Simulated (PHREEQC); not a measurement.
Copper plating or etch bath: speciation

Make-up at 25 °C: 0.014 mol/kgw Cu(BF4)2 and 0.007 mol/kgw NaCl. Closed to the air; pH follows from the charge balance.

Computed with PHREEQC (ion-association model, phreeqc.dat).

Precipitation was switched off in this run.

### Question
What pH, ionic strength does the model give?

### Answer
pH 2.82; ionic strength 0.0499 mol/kgw.

### Question
In which forms is Cu present?

### Answer
Cu+2 97 %, CuF+ 2.3 %, CuCl+ 0.9 % of the Cu.

Species that the database lacks are ignored. Real BF4- forms and hydrolyses slowly; the run takes it at equilibrium.
